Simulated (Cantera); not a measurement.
A perfectly stirred reactor is fed with CO : H2 : O2 : N2 = 1 : 0.057 : 0.911 : 3.43 (molar parts), equivalence ratio 0.58, at 1.00 atm; it is adiabatic with a 700 K inlet, and is followed from long to short residence time, starting on the burning branch (τ in s: 0.19, 0.066, 0.024, 0.0084, 0.003, 0.0011, 0.00039, 0.00014, 4.9e-05).

Cantera simulation using GRI-Mech 3.0 (53 species, 325 reactions); the numbers are that mechanism's predictions, not measurements.

Question: Predict: blow-out, bracketed by the residence times tried; x(CO) at τ = 0.190 s; x(H2) at τ = 0.190 s; x(O2) at τ = 0.190 s; x(HO2) at τ = 0.190 s; x(H) at τ = 0.190 s; x(CO) at τ = 3.00 ms; x(H2) at τ = 3.00 ms; x(O2) at τ = 3.00 ms; x(HO2) at τ = 3.00 ms; x(H) at τ = 3.00 ms.

Answer: 
```json
{
  "blow_out_bracketed_by_the_residence_times_tried": "burning at 0.390 ms, out at 0.140 ms",
  "x(CO) at τ = 0.190 s": "0.00673",
  "x(H2) at τ = 0.190 s": "6.86e-5",
  "x(O2) at τ = 0.190 s": "0.0788",
  "x(HO2) at τ = 0.190 s": "9.77e-7",
  "x(H) at τ = 0.190 s": "7.29e-5",
  "x(CO) at τ = 3.00 ms": "0.0367",
  "x(H2) at τ = 3.00 ms": "0.000401",
  "x(O2) at τ = 3.00 ms": "0.0901",
  "x(HO2) at τ = 3.00 ms": "5.35e-6",
  "x(H) at τ = 3.00 ms": "0.00160"
}
```
